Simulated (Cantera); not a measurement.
Thermodynamics of aluminium nitride and oxide growth, feed AlCl₃ + N₂O + H₂ + N₂

Feed: 1 mol AlCl₃, 12 mol N₂O, 11 mol H₂, 6 mol N₂, equilibrated at 13.0 mbar.

Equilibrium computed with Cantera from the NASA thermochemical tables; the gas is ideal and each condensed phase is pure. Candidate condensed phases: Al, AlCl₃, AlN, Al₂O₃, H₂O, NH₄Cl; 45 gas species. Equilibrium is a limit: real reactors are often held back by kinetics, nucleation or transport.

```
T (°C)   x N₂  x H₂O   x HCl    x O₂     x Cl      x OH      x H₂      x NO  n Al₂O₃(s)
------  -----  -----  ------  ------  -------  --------  --------  --------  ----------
1227    0.580  0.307  0.0949  0.0155  0.00184  0.000212   4.10e-5  0.000285       0.500
1277    0.580  0.307  0.0943  0.0153  0.00234  0.000321   7.87e-5  0.000359       0.500
1327    0.580  0.307  0.0937  0.0151  0.00293  0.000476  0.000145  0.000445       0.500
1377    0.580  0.307  0.0930  0.0149  0.00361  0.000687  0.000259  0.000544       0.500
1427    0.579  0.307  0.0922  0.0146  0.00438  0.000970  0.000447  0.000657       0.500
1477    0.579  0.307  0.0913  0.0144  0.00525   0.00134  0.000749  0.000783       0.500
1527    0.579  0.307  0.0903  0.0142  0.00622   0.00182   0.00122  0.000925       0.500
1577    0.578  0.306  0.0891  0.0140  0.00730   0.00244   0.00192   0.00108       0.500
1627    0.577  0.304  0.0878  0.0139  0.00849   0.00321   0.00295   0.00126       0.500
```
x: gas mole fraction; n: condensed amount in mol.

From 1227 °C to 1627 °C the condensed part is Al₂O₃(s).
